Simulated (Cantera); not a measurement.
Input: 1 mol C2H6, 0.84 mol O2, 1.6 mol H2, equilibrated at 1175 K and 12.0 bar.

Equilibrium computed with Cantera from the NASA thermochemical tables; the gas is ideal and each condensed phase is pure. Candidate condensed phases: C, C6H6, C7H8, C8H18, H2O; 110 gas species. The numbers say what is thermodynamically allowed, not how fast it happens.

Base state: H2 0.618, CO 0.222, CH4 0.0877, H2O 0.0569, CO2 0.0160 (mole fractions); condensed: C(graphite).

**Question.** What changes in the equilibrium state with this change: pressure from 12.0 bar to 13.3 mbar?

**Answer.** 
```
species           before     after
----------------  ------  --------
H2                 0.618     0.732
CO                 0.222     0.267
CH4               0.0877  0.000137
H2O               0.0569   9.05e-5
CO2               0.0160   2.58e-5
C(graphite), mol   0.240     0.320
```
